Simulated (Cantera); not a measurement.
Charge: 1 mol Cu₂O, 5.6 mol CH₄, 0.072 mol CO, equilibrated at 1052 °C and 61000 Pa.

Cantera equilibrium calculation (NASA polynomials, part measured and part estimated; ideal gas, pure solids and liquids). Candidate condensed phases: C, C₆H₆, C₇H₈, C₈H₁₈, Cu, CuO, Cu(OH)₂, Cu₂O, H₂O; 113 gas species. Kinetics and transport are ignored.

Base state: H₂ 0.909, CO 0.0873, CH₄ 0.00338, H₂O 0.000348, CO₂ 1.80e-5 (mole fractions); condensed: C(graphite) + Cu(s).

What changes in the equilibrium state with this change: temperature from 1052 °C to 2277 °C?


```
species            before     after
----------------  -------  --------
H₂                  0.909     0.745
Cu                4.60e-7     0.136
CO                 0.0873    0.0739
H                 2.00e-6    0.0345
Cu₂                 <1e-9  0.000842
C₄H₂                <1e-9   5.45e-5
C₂H                 <1e-9   3.65e-5
C₂H₂ (acetylene)  7.73e-7   0.00990
CO₂               1.80e-5   1.13e-8
C(graphite), mol     4.56      4.31
Cu(s), mol           2.00         0
```
